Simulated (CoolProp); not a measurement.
Vapour-liquid equilibrium of n-heptane (1) + o-xylene (2) at 0.199 bar; x and y are mole fractions of (1).

The numbers come from the multi-fluid Helmholtz-energy mixture model, Span 2003 and Zhou 2012; pair parameters Bell 2016 in CoolProp.

Give the bubble temperature and the first vapour's composition at x = 0.275, 0.35, 0.95. Is there an azeotrope?

x = 0.275: 70.2 °C, y = 0.677; x = 0.35: 67.0 °C, y = 0.741; x = 0.95: 52.2 °C, y = 0.986. No azeotrope shows between x = 0.05 and 0.95.

Pair parameters are fitted to limited data, so mixtures are less certain than the pure fluids.
